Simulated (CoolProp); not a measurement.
Vapour-liquid equilibrium of R22 (1) + R142b (2) at -74.15 °C; x and y are mole fractions of (1).

Values from CoolProp's multi-fluid Helmholtz-energy mixture model, Kamei 1995 and Lemmon 2006; pair parameters Bell 2016.

Task: Give the bubble pressure and the first vapour's composition at x = 0.125, 0.65, 0.8. Is there an azeotrope?

Result: x = 0.125: 0.04107 bar, y = 0.454; x = 0.65: 0.1063 bar, y = 0.917; x = 0.8: 0.1275 bar, y = 0.963. No azeotrope shows between x = 0.05 and 0.95.

Pair parameters are fitted to limited data, so mixtures are less certain than the pure fluids.
